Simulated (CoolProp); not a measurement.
Computed with CoolProp (reference Helmholtz-energy equation of state, Lemmon and Jacobsen 2000).

Task: For R143a, give the phase and the cv (kJ/(kg K)), conductivity (mW/(m K)), Prandtl number at 163.15 °C and 10.6 bar; 125.75 °C and 6.33 bar; 111.55 °C and 3.89 bar.

Result: 
- 163.15 °C and 10.6 bar: gas; cv 1.09, conductivity 30.2, Prandtl number 0.662
- 125.75 °C and 6.33 bar: gas; cv 1.03, conductivity 25.6, Prandtl number 0.671
- 111.55 °C and 3.89 bar: gas; cv 1.00, conductivity 23.9, Prandtl number 0.670

Viscosity comes from a separate model (Klein 1997), an estimate that may be off by 10 % or more. Thermal conductivity comes from a separate model (McLinden 2000), an estimate that may be off by 10 % or more.
